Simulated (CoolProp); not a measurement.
The fluid at 298.15 K and 0.167 MPa is compressed adiabatically to 0.808 MPa with isentropic efficiency 1. The same conditions are run with several fluids, on thermodynamics alone (safety and materials aside).

The numbers come from the reference Helmholtz-energy equation of state of each fluid (isobutene: Lemmon 2005; sulfur dioxide: Gao 2016; dry air: Lemmon 2000; R1132(E): Akasaka 2024; R22: Kamei 1995) in CoolProp. Blends and air are pseudo-pure fits.

| fluid | work (kJ/kg) | final temperature (K) | final density (kg/m³) |
|---|---|---|---|
| isobutene | ___ | 349.6 | ___ |
| sulfur dioxide | ___ | ___ | ___ |
| dry air | 170 | 466.7 | 6.02 |
| R1132(E) | 66.0 | 369.3 | 17.7 |
| R22 | 49.0 | 375.2 | ___ |

Problem. What belongs in the gaps?

Solution. 
- isobutene, work (kJ/kg): 68.9
- isobutene, final density (kg/m³): 18.2
- sulfur dioxide, work (kJ/kg): 69.5
- sulfur dioxide, final temperature (K): 410.5
- sulfur dioxide, final density (kg/m³): 15.9
- R22, final density (kg/m³): 23.7
